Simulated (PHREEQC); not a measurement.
Reverse-osmosis permeate

Synthetic water in mg/L, 60 °C, pH 6.07, pe -0.8: Na 4.34; K 0.0266; Ca 5.07; Mg 1.46; Cl 4.79; S(6) as SO4 2.54; Alkalinity as HCO3 22.9; Si as SiO2 0.0554; Sr 0.916; Fe(2) 0.0637; Br 0.701; N(-3) as NH4 0.179.

Valence states are taken as typed.

All values are PHREEQC results (ion-association model, wateq4f.dat), not measurements.

Each row changes one thing in this solution. No solid was allowed to form.

| case | CO2 (mol/kgw) | HCO3- (mol/kgw) | SO4-2 (mol/kgw) | Fe+2 (mol/kgw) | CaHCO3+ (mol/kgw) | CaSO4 (mol/kgw) | SI of Siderite (FeCO3) | SI of Quartz (SiO2) |
|---|---|---|---|---|---|---|---|---|
| as made | 0.000601 | 0.000375 | 2.51e-5 | 1.09e-6 | 6.93e-7 | 6.40e-7 | -2.45 | -2.52 |
| all concentrations times 2 at the same typed pH | 0.00118 | 0.000746 | 4.83e-5 | 2.11e-6 | 2.59e-6 | 2.19e-6 | -1.90 | -2.21 |
| pH from 6.07 to 5.57 at the same alkalinity | 0.00191 | 0.000377 | 2.51e-5 | 1.10e-6 | 6.97e-7 | 6.40e-7 | -2.95 | -2.52 |
| Br from 0.701 to 0.35 mg/L | 0.000602 | 0.000375 | 2.51e-5 | 1.09e-6 | 6.94e-7 | 6.41e-7 | -2.45 | -2.52 |

At this temperature some constants are extrapolated from 25 °C, and those without enthalpy data are left unchanged.
